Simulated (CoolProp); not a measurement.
The numbers come from the reference Helmholtz-energy equation of state, Lemmon 2013 in CoolProp.

Question: Give the vapour pressure (bar), liquid density (kg/m³), vapour density (kg/m³) of saturated propylene at 251.9, 256.9, 259.4 K.

Answer: 
```json
[
 {"T (K)": "251.9", "p (bar)": "2.92", "liquid density (kg/m³)": "576", "vapour density (kg/m³)": "6.36"},
 {"T (K)": "256.9", "p (bar)": "3.48", "liquid density (kg/m³)": "569", "vapour density (kg/m³)": "7.50"},
 {"T (K)": "259.4", "p (bar)": "3.79", "liquid density (kg/m³)": "566", "vapour density (kg/m³)": "8.12"}
]
```
